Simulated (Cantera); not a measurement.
An adiabatic, constant-volume homogeneous reactor starts with 2.68 % CH₄, 15.8 % O₂, 80.4 % N₂, 1.13 % H₂, at 1725 K and 1.00 atm.

Cantera simulation using GRI-Mech 3.0 (53 species, 325 reactions); the numbers are that mechanism's predictions, not measurements.

Predict: time of steepest temperature rise; temperature at 0.100 s; equilibrium temperature; x(O₂) at 0.100 s; x(OH) at 0.100 s; x(NO) at 0.100 s.


| Quantity | Value |
|---|---|
| time of steepest temperature rise | 87.5 µs |
| temperature at 0.100 s | 2428 K |
| equilibrium temperature | 2428 K |
| x(O₂) at 0.100 s | 0.0902 (gas-phase equilibrium 0.0902) |
| x(OH) at 0.100 s | 0.00665 (gas-phase equilibrium 0.00665) |
| x(NO) at 0.100 s | 0.0133 (gas-phase equilibrium 0.0134) |
